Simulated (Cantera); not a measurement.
An adiabatic, constant-volume homogeneous reactor starts with CH4 : C2H6 : O2 : N2 = 1 : 0.091 : 3.51 : 13.2 (molar parts), at 1425 K and 0.380 bar. Integrator tolerance rtol = 1e-08.

Cantera simulation using GRI-Mech 3.0 (53 species, 325 reactions); the numbers are that mechanism's predictions, not measurements.

Task: What does this change do: 1.8 parts H2O added?

Result: 
```
quantity                                                              before                                      after
---------------------------------  -----------------------------------------  -----------------------------------------
time of steepest temperature rise                                   0.915 ms                                    1.04 ms
temperature at 3.00 s                                                 2647 K                                     2550 K
equilibrium temperature                                               2647 K                                     2550 K
x(CH4) at 3.00 s                       <1e-12 (gas-phase equilibrium <1e-12)      <1e-12 (gas-phase equilibrium <1e-12)
x(C2H6) at 3.00 s                      <1e-12 (gas-phase equilibrium <1e-12)      <1e-12 (gas-phase equilibrium <1e-12)
x(O2) at 3.00 s                        0.0615 (gas-phase equilibrium 0.0615)      0.0565 (gas-phase equilibrium 0.0565)
x(H) at 3.00 s                       0.00424 (gas-phase equilibrium 0.00424)    0.00317 (gas-phase equilibrium 0.00317)
x(HCN) at 3.00 s                   9.46e-11 (gas-phase equilibrium 9.46e-11)  4.34e-11 (gas-phase equilibrium 4.34e-11)
x(H2O2) at 3.00 s                    2.15e-7 (gas-phase equilibrium 2.15e-7)    2.88e-7 (gas-phase equilibrium 2.88e-7)
```
